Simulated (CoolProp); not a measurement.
Vapour-liquid equilibrium of ethylene (1) + propane (2) at 20.6 kPa; x and y are mole fractions of (1).

Model: multi-fluid Helmholtz-energy mixture model, Smukala 2000 and Lemmon 2009; pair parameters Bell 2016, in CoolProp.

Task: Give the bubble temperature and the first vapour's composition at x = 0.125, 0.275, 0.725. Is there an azeotrope?

Result: x = 0.125: 172.6 K, y = 0.881; x = 0.275: 161.3 K, y = 0.965; x = 0.725: 149.9 K, y = 0.995. No azeotrope shows between x = 0.05 and 0.95.

The pair parameters rest on a limited set of measurements; away from them the model extrapolates.
